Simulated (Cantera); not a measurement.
An isothermal, constant-pressure homogeneous reactor starts with H2 : O2 = 0.35 : 1 (molar parts), equivalence ratio 0.17, at 1075 K and 1000 Pa.

Computed with Cantera and the H2/O2 subset of GRI-Mech 3.0, which has no nitrogen chemistry. Radical loss at walls, strong at low pressure, is not modelled. The temperature is held fixed by assumption; the heat of reaction is taken as removed at once.

x: mole fraction; the columns are a selection and need not sum to one.

```tsv
t (s)	x H2	x O2	x OH	x H2O2	x O	x H
0.000400	0.259	0.741	2.31e-9	3.56e-12	4.91e-9	1.16e-8
0.00172	0.259	0.741	1.68e-5	4.17e-10	3.64e-5	8.26e-5
0.00739	0.0113	0.640	0.00675	2.64e-7	0.0487	0.0715
0.0317	(withheld)	0.694	(withheld)	(withheld)	(withheld)	(withheld)
0.136	6.22e-5	0.702	0.000474	2.35e-7	0.000225	2.11e-5
0.586	3.94e-6	0.702	0.000126	5.99e-8	1.56e-5	3.87e-7
2.52	(withheld)	0.702	(withheld)	(withheld)	(withheld)	(withheld)
10.8	8.74e-8	0.702	1.96e-5	4.08e-9	3.84e-7	1.48e-9
46.5	1.79e-8	0.702	8.94e-6	1.03e-9	7.97e-8	1.40e-10
200	4.44e-9	0.702	4.45e-6	2.88e-10	1.98e-8	1.74e-11
```

Question: Some entries are withheld; supply them.

Answer: 
- 0.0317, x H2: 0.00191
- 0.0317, x OH: 0.00272
- 0.0317, x H2O2: 4.93e-7
- 0.0317, x O: 0.00699
- 0.0317, x H: 0.00379
- 2.52, x H2: 4.99e-7
- 2.52, x OH: 4.62e-5
- 2.52, x H2O2: 1.57e-8
- 2.52, x O: 2.12e-6
- 2.52, x H: 1.92e-8
